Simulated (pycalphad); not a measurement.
Computed with pycalphad from the COST 507 light-alloy database (1999), at 1 atm. The data set is of 1999 and partly superseded. Phase fractions are per mole of atoms.

Question: Give the equilibrium state of Mg-3.85Si-3.36Al (at.%) at 500 K.

Answer: hcp, fraction 0.876, with <0.01 Si, 3.4 Al at.%; MG2SI, fraction 0.115, with 33.3 Si, no Al at.%; ALMG_GAMMA, fraction 0.008, with no Si, 41.3 Al at.%.

Question: Give the equilibrium state of Mg-3.85Si-3.36Al (at.%) at 550 K.

Answer: 
```
T = 550.00 K, P = 101325 Pa, N = 1 mol of atoms
G = -22483 J/mol, H = 4333 J/mol, S = 48.76 J/(mol K)  (SER reference)
chemical potentials (J/mol): Mg -20316, Si -72205, Al -25353
phase             fraction      x(Mg)      x(Si)      x(Al)
HCP_A3              0.8845     0.9620   2.31e-09     0.0380
MG2SI               0.1155     0.6667     0.3333       none
```

Database names, with the compositions (at.%) that they take in these runs: MG2SI: Mg 67 Si 33; ALMG_GAMMA: Mg 59 Al 41. HCP_A3 is hcp. An entry "none" or "no" means that the model of the phase leaves that element out.
